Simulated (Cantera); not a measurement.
## SiH2Cl2 + N2O + H2 (silicon oxide and oxynitride deposition)

Feed: 1 mol SiH2Cl2, 1.7 mol N2O, 1.1 mol H2, equilibrated at 0.233 Torr.

These are equilibrium values from Cantera (NASA tables, ideal gas, pure condensed phases), not measurements of a reactor. Candidate condensed phases: H2O, NH4Cl, Si, SiO2, Si2N2O, Si3N4; 47 gas species. Mutual solubility and eutectic melting of coexisting phases are not modelled. The tables' values for SiCl3 are old estimates; treat these amounts as uncertain. The tables hold silica as quartz up to 1696 K and as liquid above; real silica turns to tridymite and cristobalite and melts near 1996 K. Kinetics and transport are ignored.

```
T (K)  log p HCl  log p N2  log p H2  log p SiO  log p H2O  log p Cl  log p H  log p SiCl2  n SiO2(α-quartz)  n Si2N2O(s)  n SiO2(β-quartz)  n SiO2(condensed)
-----  ---------  --------  --------  ---------  ---------  --------  -------  -----------  ----------------  -----------  ----------------  -----------------
723        -3.88     -3.98     -4.14       <-15     -10.16    -14.84   -15.14         <-15             0.800       0.1000                 0                  0
873        -3.88     -3.98     -4.14       <-15      -9.61    -12.14   -12.40       -13.72                 0       0.1000             0.800                  0
1023       -3.88     -3.98     -4.14     -12.55      -9.24    -10.23   -10.45       -10.71                 0       0.0999             0.800                  0
1173       -3.88     -3.98     -4.14      -9.23      -8.97     -8.80    -9.00        -8.48                 0       0.0998             0.800                  0
1323       -3.88     -3.98     -4.14      -6.67      -8.76     -7.69    -7.87        -6.77                 0       0.0968             0.800                  0
1473       -3.92     -3.98     -4.16      -4.82      -8.45     -6.83    -6.98        -5.82                 0            0             0.726                  0
1623       -3.92     -3.99     -4.18      -4.74      -6.78     -6.10    -6.25        -7.81                 0            0             0.698                  0
1773       -3.94     -3.99     -4.21      -4.67      -5.43     -5.49    -5.65        -9.47                 0            0                 0              0.638
```
log p: log10 of the partial pressure in bar; n: condensed amount in mol.

At 723 K the condensed part is SiO2(α-quartz) + Si2N2O(s). From 873 K to 1323 K the condensed part is SiO2(β-quartz) + Si2N2O(s). From 1473 K to 1623 K the condensed part is SiO2(β-quartz). At 1773 K the condensed part is SiO2(condensed). The main Si-bearing gas is SiCl4 at 723 K and SiO at 1773 K.
